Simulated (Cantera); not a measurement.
An adiabatic, constant-pressure homogeneous reactor starts with CO : H2 : CH4 : O2 : N2 : H2O = 1 : 0.16 : 0.22 : 1.2 : 4.51 : 0.22 (molar parts), at 1725 K and 0.987 atm.

Model: GRI-Mech 3.0 (53 species, 325 reactions), integrated in Cantera.

Predict: time of steepest temperature rise; temperature at 0.800 s; equilibrium temperature; x(CO) at 0.800 s; x(H2) at 0.800 s; x(N2O) at 0.800 s.


| Quantity | Result |
|---|---|
| time of steepest temperature rise | 46.6 µs |
| temperature at 0.800 s | 2751 K |
| equilibrium temperature | 2751 K |
| x(CO) at 0.800 s | 0.0631 (gas-phase equilibrium 0.0631) |
| x(H2) at 0.800 s | 0.00801 (gas-phase equilibrium 0.00801) |
| x(N2O) at 0.800 s | 7.17e-7 (gas-phase equilibrium 7.17e-7) |
